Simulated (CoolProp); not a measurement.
Oxygen at 123.81 K and 2.05 MPa flows at 0.27 m/s in a round tube of 12.7 mm bore and 0.25 µm roughness, fully developed (64/Re and Nu = 3.66 if laminar; Colebrook and Gnielinski if turbulent). Each further row changes one setting.

Model: reference Helmholtz-energy equation of state, Schmidt 1985, in CoolProp.

| case | Reynolds number | Darcy friction factor | pressure drop (Pa/m) | heat-transfer coefficient (W/(m² K)) | mass flow (kg/h) |
|---|---|---|---|---|---|
| as stated | 35900 | 0.0226 | 61.8 | 1070 | 117 |
| velocity 0.54 m/s | 71900 | 0.0194 | 212 | 1890 | 235 |
| diameter 25.4 mm | 71900 | 0.0193 | 26.4 | 943 | 469 |

Viscosity comes from a separate model (Lemmon 2004). Thermal conductivity comes from a separate model (Lemmon 2004).
